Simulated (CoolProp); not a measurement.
Vapour-liquid equilibrium of ethylbenzene (1) + m-xylene (2) at 476.4 K; x and y are mole fractions of (1).

Computed with CoolProp (multi-fluid Helmholtz-energy mixture model, Zhou 2012 and Zhou 2012; pair parameters Bell 2016).

```json
[
 {"x": "0.05", "bubble pressure, mixture model (kPa)": "437.4", "bubble pressure, Raoult's law (kPa)": "437.2", "y, mixture model": "0.053", "y, Raoult's law": "0.053"},
 {"x": "0.125", "bubble pressure, mixture model (kPa)": "439.5", "bubble pressure, Raoult's law (kPa)": "439.0", "y, mixture model": "0.131", "y, Raoult's law": "0.131"},
 {"x": "0.2", "bubble pressure, mixture model (kPa)": "441.6", "bubble pressure, Raoult's law (kPa)": "440.7", "y, mixture model": "0.208", "y, Raoult's law": "0.209"},
 {"x": "0.275", "bubble pressure, mixture model (kPa)": "443.6", "bubble pressure, Raoult's law (kPa)": "442.5", "y, mixture model": "0.285", "y, Raoult's law": "0.286"},
 {"x": "0.35", "bubble pressure, mixture model (kPa)": "445.5", "bubble pressure, Raoult's law (kPa)": "444.3", "y, mixture model": "0.361", "y, Raoult's law": "0.362"},
 {"x": "0.425", "bubble pressure, mixture model (kPa)": "447.4", "bubble pressure, Raoult's law (kPa)": "446.0", "y, mixture model": "0.437", "y, Raoult's law": "0.438"},
 {"x": "0.5", "bubble pressure, mixture model (kPa)": "449.2", "bubble pressure, Raoult's law (kPa)": "447.8", "y, mixture model": "0.511", "y, Raoult's law": "0.513"},
 {"x": "0.575", "bubble pressure, mixture model (kPa)": "451.0", "bubble pressure, Raoult's law (kPa)": "449.5", "y, mixture model": "0.586", "y, Raoult's law": "0.588"},
 {"x": "0.65", "bubble pressure, mixture model (kPa)": "452.6", "bubble pressure, Raoult's law (kPa)": "451.3", "y, mixture model": "0.660", "y, Raoult's law": "0.662"},
 {"x": "0.725", "bubble pressure, mixture model (kPa)": "454.3", "bubble pressure, Raoult's law (kPa)": "453.1", "y, mixture model": "0.733", "y, Raoult's law": "0.735"},
 {"x": "0.8", "bubble pressure, mixture model (kPa)": "455.8", "bubble pressure, Raoult's law (kPa)": "454.8", "y, mixture model": "0.806", "y, Raoult's law": "0.808"},
 {"x": "0.875", "bubble pressure, mixture model (kPa)": "457.3", "bubble pressure, Raoult's law (kPa)": "456.6", "y, mixture model": "0.879", "y, Raoult's law": "0.881"},
 {"x": "0.95", "bubble pressure, mixture model (kPa)": "458.7", "bubble pressure, Raoult's law (kPa)": "458.4", "y, mixture model": "0.952", "y, Raoult's law": "0.952"}
]
```

The largest gap from Raoult's law is +0.3 % in bubble pressure, at x = 0.5. No azeotrope shows between x = 0.05 and 0.95.

Pair parameters are fitted to limited data, so mixtures are less certain than the pure fluids.
